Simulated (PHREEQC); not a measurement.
A solution holds 1.5 mol NaCl, 0.029 mol Na2SO4 and 5.7 mol HCl per kg of water, at 20 °C. Closed to the air; pH follows from the charge balance.

Equilibrium calculation in PHREEQC: Pitzer model, pitzer.dat.

No solid was allowed to form.

Estimate the pH.

pH -2.23.

In which forms is S present?

HSO4- 90 %, SO4-2 9.8 % of the S.

The solution is supersaturated, for example in Halite, so a real one may precipitate; this is no full list. Species that the database lacks are ignored. In brines, pH and single-ion activities rest on the MacInnes convention.
